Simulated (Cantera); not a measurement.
An isothermal, constant-pressure homogeneous reactor starts with 0.383 % H2, 25.5 % O2, 74.1 % N2, equivalence ratio 0.0075, at 1323 K and 0.0132 atm.

Model: the H2/O2 subset of GRI-Mech 3.0, which has no nitrogen chemistry, integrated in Cantera. Radical loss at walls, strong at low pressure, is not modelled.

x: mole fraction; the columns are a selection and need not sum to one.

| t (s) | x H2 | x O2 | x OH | x HO2 | x O |
|---|---|---|---|---|---|
| 9.00e-6 | 0.00383 | 0.255 | 2.96e-12 | 6.66e-11 | 2.97e-12 |
| 6.42e-5 | 0.00383 | 0.255 | 1.24e-10 | 4.75e-10 | 1.25e-10 |
| 0.000457 | 0.00383 | 0.255 | ___ | ___ | ___ |
| 0.00326 | 0.00383 | 0.255 | 1.21e-7 | 2.42e-8 | 1.53e-7 |
| 0.0232 | 3.87e-5 | 0.252 | 0.000467 | 2.26e-7 | 0.00319 |
| 0.166 | ___ | 0.252 | ___ | ___ | ___ |
| 1.18 | 7.62e-6 | 0.253 | 0.000244 | 1.22e-7 | 0.00106 |
| 8.42 | 5.87e-7 | 0.254 | 6.80e-5 | 2.38e-8 | 7.98e-5 |
| 60.0 | 2.83e-8 | 0.254 | 1.50e-5 | 3.54e-9 | 3.84e-6 |

### Question
Some entries are withheld; supply them.

### Answer

- 0.000457, x OH: 2.77e-9
- 0.000457, x HO2: 3.38e-9
- 0.000457, x O: 3.01e-9
- 0.166, x H2: 1.90e-5
- 0.166, x OH: 0.000385
- 0.166, x HO2: 1.93e-7
- 0.166, x O: 0.00274
